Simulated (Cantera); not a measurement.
A closed system holds: 1 mol SiH2Cl2, 0.34 mol CH4, 160 mol H2, at 8.50 mbar.

These are equilibrium values from Cantera (NASA tables, ideal gas, pure condensed phases), not measurements of a reactor. Candidate condensed phases: C, C6H6, C7H8, C8H18, Si, SiC; 109 gas species. Mutual solubility and eutectic melting of coexisting phases are not modelled. Gases not in the tables: Si2H6 and higher silanes. Rates play no part.

Question: Which condensed phases are stable at each of these points (T (°C)): 1327, 1377, 1427, 1477, 1527, 1577, 1627, 1677?

Answer: 
| T (°C) | condensed phases | Si condensed (%) |
|---|---|---|
| 1327 | Si(s) + SiC(s) | 92.3 |
| 1377 | Si(s) + SiC(s) | 91.6 |
| 1427 | Si(l) + SiC(s) | 90.4 |
| 1477 | Si(l) + SiC(s) | 88.9 |
| 1527 | Si(l) + SiC(s) | 85.4 |
| 1577 | Si(l) + SiC(s) | 78.2 |
| 1627 | Si(l) + SiC(s) | 64.4 |
| 1677 | Si(l) + SiC(s) | 39.1 |

From 1327 °C to 1377 °C the condensed part is Si(s) + SiC(s). From 1427 °C to 1677 °C the condensed part is Si(l) + SiC(s).
